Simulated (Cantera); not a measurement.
Feed: 1 mol Si₂Cl₆, 0.62 mol HCl, 48 mol N₂, equilibrated at 923.15 K and 54000 Pa.

Cantera equilibrium calculation (NASA polynomials, part measured and part estimated; ideal gas, pure solids and liquids). Candidate condensed phases: NH₄Cl, Si, Si₃N₄; 28 gas species. The feed counts by its element totals alone. N₂ is the only nitrogen source here; it is nearly inert below about 1500 K, so the nitride shown seldom forms there in practice. Equilibrium is a limit: real reactors are often held back by kinetics, nucleation or transport.

Base state: N₂ 0.958, SiCl₄ 0.0304, HCl 0.0115, H₂ 0.000454 (mole fractions); condensed: Si₃N₄(s).

Task: What changes in the equilibrium state with this change: Si₂Cl₆ replaced by SiH₂Cl₂?

Result: 
| species | before | after |
|---|---|---|
| N₂ | 0.958 | 0.952 |
| HCl | 0.0115 | 0.0334 |
| H₂ | 0.000454 | 0.00958 |
| SiCl₄ | 0.0304 | 0.00479 |
| Si₃N₄(s), mol | 0.163 | 0.254 |
